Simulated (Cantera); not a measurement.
Premixed flame

A freely propagating, adiabatic, planar premixed flame of 12.0 % CH4, 18.5 % O2, 69.5 % N2, unburnt at 525 K and 0.132 atm; mixture-averaged transport, grid criteria slope 0.08 and curve 0.16, no radiation.

Cantera simulation using GRI-Mech 3.0 (53 species, 325 reactions); the numbers are that mechanism's predictions, not measurements. Burning velocities carry a grid error of a few per cent, more on coarse grids.

```
z (mm)  T (K)  u (m/s)     x CH4     x O2    x C2H    x HCO      x CO  x N2O
------  -----  -------  --------  -------  -------  -------  --------  -----
-6.74     525     1.19     0.120    0.185    <1e-8    <1e-8   1.55e-6  <1e-8
-4.49     527     1.19     0.119    0.184    <1e-8    <1e-8   3.07e-5  <1e-8
-3.37     535     1.22     0.118    0.183    <1e-8    <1e-8  0.000212  <1e-8
-2.25     612     1.41     0.112    0.176    <1e-8    <1e-8   0.00234  <1e-8
-1.12    1037     2.45    0.0778    0.141    <1e-8  1.92e-6    0.0204  <1e-8
-0.561   1434     3.44    0.0425   0.0972  3.14e-8  3.05e-5    0.0444  <1e-8
0        1788     4.35    0.0121   0.0500  8.30e-7  8.27e-5    0.0694  <1e-8
0.561    1961     4.78   0.00159   0.0209  1.47e-6  4.36e-5    0.0780  <1e-8
1.12     2007     4.89  0.000128  0.00916  4.12e-7  7.07e-6    0.0745  <1e-8
2.25     2024     4.91   6.23e-7  0.00372    <1e-8  8.68e-8    0.0667  <1e-8
4.49     2033     4.93     <1e-8  0.00281    <1e-8  2.90e-8    0.0624  <1e-8
8.98     2045     4.95     <1e-8  0.00256    <1e-8  2.72e-8    0.0617  <1e-8
18.0     2063     4.98     <1e-8  0.00223    <1e-8  2.48e-8    0.0618  <1e-8
```
x: mole fraction of selected species; z is measured from the peak of heat release.

| Item | Value |
|---|---|
| laminar burning velocity | 118 cm/s |
| thermal thickness | 2.25 mm |
| peak x(C2H) | 1.60e-6 |
| peak x(HCO) | 8.30e-5 |
| peak x(CO) | 0.0780 |
| grid points | 158 |
